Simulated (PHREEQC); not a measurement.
A solution holds 130 mmol/kgw NiCl2 and 6.2 mmol/kgw KCl, at 40 °C. It is in equilibrium with CO2 at log p = -3.5 (atm). Otherwise closed; pH follows from the charge balance.

All values are PHREEQC results (ion-association model, wateq4f.dat), not measurements.

Each row changes one thing in this solution. No solid was allowed to form.

```tsv
case	pH	ionic strength (mol/kgw)	Cl- (mol/kgw)	CO2 (mol/kgw)	HCO3- (mol/kgw)
as made	5.18	0.345	0.237	6.93e-6	8.08e-7
NiCl2 from 0.13 to 0.117 mol/kgw	5.20	0.315	0.217	6.98e-6	8.27e-7
KCl from 0.0062 to 0.00682 mol/kgw	5.18	0.346	0.238	6.93e-6	8.08e-7
temperature from 40 to 45 °C	5.17	0.346	0.238	6.25e-6	7.30e-7
NiCl2 left out	5.71	0.00620	0.00620	7.49e-6	2.10e-6
0.0075 mol/kgw H2SO4 added	1.98	0.352	0.238	6.92e-6	5.02e-10
```

Species that the database lacks are ignored. Constants without temperature data keep their 25 °C values here.
